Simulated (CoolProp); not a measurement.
The numbers come from the reference Helmholtz-energy equation of state, de Reuck 1990 in CoolProp.

Question: For fluorine, give the phase and the cp (kJ/(kg K)) at 251.9 K and 2.55 MPa.

Answer: 
- 251.9 K and 2.55 MPa: gas; cp 0.843
